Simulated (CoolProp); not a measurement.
Vapour-liquid equilibrium of CH2F2 (R32) (1) + R142b (2) at 226.2 K; x and y are mole fractions of (1).

The numbers come from the multi-fluid Helmholtz-energy mixture model, Tillner-Roth 1997 and Lemmon 2006; pair parameters Bell 2016 in CoolProp.

Task: Give the bubble pressure and the first vapour's composition at x = 0.05, 0.25, 0.45. Is there an azeotrope?

Result: x = 0.05: 24.00 kPa, y = 0.358; x = 0.25: 55.00 kPa, y = 0.773; x = 0.45: 80.21 kPa, y = 0.877. No azeotrope shows between x = 0.05 and 0.95.

Pair parameters are fitted to limited data, so mixtures are less certain than the pure fluids.
